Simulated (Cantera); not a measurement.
Standard-state values (1 bar) from the NASA 1993 polynomials, evaluated with Cantera. Values are per mole of reaction as written; species without (g) are pure solids or liquids, kept so even where they would boil at 1 bar. The tables' values for SiF2 are old estimates.

SiF4(g) + 7 H(g) = 4 HF(g) + SiH3(g)

```csv
T (K),ΔH° (kJ),ΔS° (J/K),ΔG° (kJ),log10 K
300,-792.0,-174.6,-739.6,128.77
1773,-876.2,-283.0,-374.4,11.03
1873,-880.3,-285.2,-346.0,9.65
1973,(withheld),(withheld),(withheld),(withheld)
2073,(withheld),(withheld),(withheld),(withheld)
2173,-891.5,-290.8,-259.6,6.24
2273,-895.0,-292.4,-230.4,5.29
```

### Question
Fill in the missing entries.

### Answer

- 1973, ΔH° (kJ): -884.2
- 1973, ΔS° (J/K): -287.3
- 1973, ΔG° (kJ): -317.4
- 1973, log10 K: 8.40
- 2073, ΔH° (kJ): -887.9
- 2073, ΔS° (J/K): -289.1
- 2073, ΔG° (kJ): -288.6
- 2073, log10 K: 7.27
